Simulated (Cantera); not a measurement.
An isothermal, constant-pressure homogeneous reactor starts with 0.215 % CO, 1.08 % O2, 0.977 % H2O, 97.7 % N2, at 900 K and 480000 Pa.

Computed with Cantera and GRI-Mech 3.0 (53 species, 325 reactions).

**Question.** Predict: x(CO) at 60.0 s; x(O2) at 60.0 s; x(H2O) at 60.0 s.

**Answer.** 
| Quantity | Result |
|---|---|
| x(CO) at 60.0 s | 0.000749 (gas-phase equilibrium <1e-12) |
| x(O2) at 60.0 s | 0.0101 (gas-phase equilibrium 0.00968) |
| x(H2O) at 60.0 s | 0.00978 (gas-phase equilibrium 0.00978) |
